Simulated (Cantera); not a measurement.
A perfectly stirred reactor is fed with NO : N2 = 1 : 0.21 (molar parts), at 1200 Torr; it is held at 1800 K, and followed from long to short residence time.

Detailed kinetics in Cantera: GRI-Mech 3.0 (53 species, 325 reactions).

What does this change do: pressure from 1200 Torr to 7.50 Torr?


| quantity | before | after |
|---|---|---|
| x(NO) at τ = 10.0 s | 0.237 | 0.779 |
| x(N2) at τ = 10.0 s | 0.468 | 0.197 |
| x(O2) at τ = 10.0 s | 0.294 | 0.0233 |
| x(N2O) at τ = 10.0 s | 2.32e-5 | 0.000180 |
| x(O) at τ = 10.0 s | 5.28e-5 | 0.000273 |
| x(NO) at τ = 16.0 ms | 0.818 | 0.826 |
| x(N2) at τ = 16.0 ms | 0.177 | 0.174 |
| x(O2) at τ = 16.0 ms | 0.00362 | 1.97e-6 |
| x(N2O) at τ = 16.0 ms | 0.000270 | 2.31e-5 |
| x(O) at τ = 16.0 ms | 1.13e-5 | 2.42e-5 |
Radical loss at walls, strong at low pressure, is not modelled.

What does this change do: N2 0.21 to 0.065 parts?


| quantity | before | after |
|---|---|---|
| x(NO) at τ = 10.0 s | 0.237 | 0.256 |
| x(N2) at τ = 10.0 s | 0.468 | 0.402 |
| x(O2) at τ = 10.0 s | 0.294 | 0.341 |
| x(N2O) at τ = 10.0 s | 2.32e-5 | 2.68e-5 |
| x(O) at τ = 10.0 s | 5.28e-5 | 5.69e-5 |
| x(NO) at τ = 16.0 ms | 0.818 | 0.928 |
| x(N2) at τ = 16.0 ms | 0.177 | 0.0659 |
| x(O2) at τ = 16.0 ms | 0.00362 | 0.00467 |
| x(N2O) at τ = 16.0 ms | 0.000270 | 0.000347 |
| x(O) at τ = 16.0 ms | 1.13e-5 | 1.23e-5 |
